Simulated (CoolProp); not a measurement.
Vapour pressure (MPa) of ammonia: the reference equation beside estimates from Tc = 132.4 °C, pc = 11.36 MPa, ω = 0.256. Clausius-Clapeyron is anchored at 54.65 °C with a constant enthalpy of vaporisation of 17.49 kJ/mol.

Values from CoolProp's reference Helmholtz-energy equation of state, Gao 2020.

```json
[
 {"T (°C)": "37.05", "reference": "1.431", "Clausius-Clapeyron": "1.591", "van der Waals": "3.527", "Redlich-Kwong": "2.013", "Soave-Redlich-Kwong": "1.446", "Peng-Robinson": "1.431"},
 {"T (°C)": "42.95", "reference": "1.686", "Clausius-Clapeyron": "1.806", "van der Waals": "3.857", "Redlich-Kwong": "2.315", "Soave-Redlich-Kwong": "1.707", "Peng-Robinson": "1.686"},
 {"T (°C)": "48.75", "reference": "1.968", "Clausius-Clapeyron": "2.036", "van der Waals": "4.200", "Redlich-Kwong": "2.642", "Soave-Redlich-Kwong": "1.995", "Peng-Robinson": "1.970"},
 {"T (°C)": "54.65", "reference": "2.290", "Clausius-Clapeyron": "2.290", "van der Waals": "4.568", "Redlich-Kwong": "3.005", "Soave-Redlich-Kwong": "2.324", "Peng-Robinson": "2.294"},
 {"T (°C)": "60.55", "reference": "2.650", "Clausius-Clapeyron": "2.565", "van der Waals": "4.955", "Redlich-Kwong": "3.402", "Soave-Redlich-Kwong": "2.692", "Peng-Robinson": "2.657"},
 {"T (°C)": "66.35", "reference": "3.043", "Clausius-Clapeyron": "2.856", "van der Waals": "5.355", "Redlich-Kwong": "3.825", "Soave-Redlich-Kwong": "3.095", "Peng-Robinson": "3.054"},
 {"T (°C)": "72.25", "reference": "3.487", "Clausius-Clapeyron": "3.175", "van der Waals": "5.783", "Redlich-Kwong": "4.291", "Soave-Redlich-Kwong": "3.548", "Peng-Robinson": "3.501"},
 {"T (°C)": "78.15", "reference": "3.977", "Clausius-Clapeyron": "3.517", "van der Waals": "6.231", "Redlich-Kwong": "4.794", "Soave-Redlich-Kwong": "4.048", "Peng-Robinson": "3.996"},
 {"T (°C)": "83.95", "reference": "4.508", "Clausius-Clapeyron": "3.876", "van der Waals": "6.691", "Redlich-Kwong": "5.326", "Soave-Redlich-Kwong": "4.588", "Peng-Robinson": "4.532"},
 {"T (°C)": "89.85", "reference": "5.101", "Clausius-Clapeyron": "4.266", "van der Waals": "7.181", "Redlich-Kwong": "5.906", "Soave-Redlich-Kwong": "5.190", "Peng-Robinson": "5.130"},
 {"T (°C)": "95.75", "reference": "5.750", "Clausius-Clapeyron": "4.680", "van der Waals": "7.692", "Redlich-Kwong": "6.527", "Soave-Redlich-Kwong": "5.847", "Peng-Robinson": "5.786"},
 {"T (°C)": "101.55", "reference": "6.448", "Clausius-Clapeyron": "5.112", "van der Waals": "8.216", "Redlich-Kwong": "7.177", "Soave-Redlich-Kwong": "6.550", "Peng-Robinson": "6.489"},
 {"T (°C)": "107.45", "reference": "7.222", "Clausius-Clapeyron": "5.577", "van der Waals": "8.770", "Redlich-Kwong": "7.882", "Soave-Redlich-Kwong": "7.327", "Peng-Robinson": "7.268"}
]
```

Absolute difference from the reference over all 13 rows, mean and median: Clausius-Clapeyron 11.1 and 11.2 %, van der Waals 72.7 and 65.8 %, Redlich-Kwong 23.8 and 23.1 %, Soave-Redlich-Kwong 1.6 and 1.6 %, Peng-Robinson 0.4 and 0.4 %.
